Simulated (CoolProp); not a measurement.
trans-2-butene at 350.44 K and 0.0768 MPa is throttled through a valve to 0.0392 MPa with no heat exchange. Each further row changes one setting.

The numbers come from the reference Helmholtz-energy equation of state, Lemmon 2005 in CoolProp. It is a short technical equation, of lower accuracy than the large ones.

```tsv
case	temperature change (K)	final density (kg/m³)
as stated	?	0.761
outlet pressure 0.0118 MPa	?	?
outlet pressure 0.051 MPa	?	?
```

Some entries are withheld; supply them.


- as stated, temperature change (K): -0.6
- outlet pressure 0.0118 MPa, temperature change (K): -1.1
- outlet pressure 0.0118 MPa, final density (kg/m³): 0.228
- outlet pressure 0.051 MPa, temperature change (K): -0.4
- outlet pressure 0.051 MPa, final density (kg/m³): 0.992
